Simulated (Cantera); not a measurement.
Feed: 1 mol AlCl3, 5.5 mol H2O, 34 mol H2, held at 1450 K and 0.353 Torr.

Cantera equilibrium calculation (NASA polynomials, part measured and part estimated; ideal gas, pure solids and liquids). Candidate condensed phases: Al, AlCl3, Al2O3, H2O; 29 gas species. Equilibrium is a limit: real reactors are often held back by kinetics, nucleation or transport.

Base state: H2 0.829, H2O 0.0975, HCl 0.0731, H 0.000397, Cl 2.85e-5 (mole fractions); condensed: Al2O3(s).

Question: What changes in the equilibrium state with this change: temperature from 1450 K to 1600 K?

Answer: 
```tsv
species	before	after
H2	0.829	0.827
H2O	0.0975	0.0974
HCl	0.0731	0.0729
H	0.000397	0.00228
OH	1.12e-6	1.05e-5
Cl	2.85e-5	0.000159
Al2O3(s), mol	0.500	0.500
```

Question: What changes in the equilibrium state with this change: temperature from 1450 K to 2100 K?

Answer: 
| species | before | after |
|---|---|---|
| H2 | 0.829 | 0.718 |
| H | 0.000397 | 0.122 |
| H2O | 0.0975 | 0.0897 |
| HCl | 0.0731 | 0.0604 |
| AlCl | 1.93e-9 | 0.000377 |
| O | <1e-9 | 0.000219 |
| AlOCl | <1e-9 | 6.49e-5 |
| Al2O3(s), mol | 0.500 | 0.489 |
The tables' values for AlOH are old estimates; treat these amounts as uncertain.
